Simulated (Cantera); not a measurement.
An adiabatic, constant-pressure homogeneous reactor starts with CO : H2 : O2 : N2 = 1 : 0.7 : 2.83 : 26.6 (molar parts), equivalence ratio 0.30, at 1648 K and 0.681 atm.

Model: GRI-Mech 3.0 (53 species, 325 reactions), integrated in Cantera.

**Question.** Predict: time of steepest temperature rise; temperature at 6.00 s; equilibrium temperature; x(CO) at 6.00 s; x(H2) at 6.00 s; x(O2) at 6.00 s; x(H2O) at 6.00 s; x(N2O) at 6.00 s.

**Answer.** 
```
Property                                                               Value
---------------------------------  -----------------------------------------
time of steepest temperature rise                                    49.5 µs
temperature at 6.00 s                                                 2035 K
equilibrium temperature                                               2035 K
x(CO) at 6.00 s                    0.000279 (gas-phase equilibrium 0.000278)
x(H2) at 6.00 s                      4.09e-5 (gas-phase equilibrium 4.08e-5)
x(O2) at 6.00 s                        0.0628 (gas-phase equilibrium 0.0627)
x(H2O) at 6.00 s                       0.0226 (gas-phase equilibrium 0.0226)
x(N2O) at 6.00 s                     2.38e-7 (gas-phase equilibrium 2.39e-7)
```
